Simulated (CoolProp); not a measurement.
Vapour-liquid equilibrium of CH2F2 (R32) (1) + R152A (2) at 15.8 bar; x and y are mole fractions of (1).

Values from CoolProp's multi-fluid Helmholtz-energy mixture model, Tillner-Roth 1997 and Outcalt 1996; pair parameters Bell 2016.

| x | bubble temperature, mixture model (°C) | bubble temperature, Raoult's law (°C) | y, mixture model | y, Raoult's law |
|---|---|---|---|---|
| 0.05 | 59.3 | 58.9 | 0.093 | 0.121 |
| 0.2 | 51.4 | 50.3 | 0.333 | 0.400 |
| 0.35 | 44.5 | 43.2 | 0.523 | 0.593 |
| 0.5 | 38.4 | 37.2 | 0.673 | 0.733 |
| 0.65 | 33.0 | 32.1 | 0.794 | 0.838 |
| 0.8 | 28.2 | 27.7 | 0.893 | 0.918 |
| 0.95 | 23.9 | 23.7 | 0.976 | 0.982 |

The largest gap from Raoult's law is +1.3 K in bubble temperature, at x = 0.35. No azeotrope shows between x = 0.05 and 0.95.

The pair parameters rest on a limited set of measurements; away from them the model extrapolates.
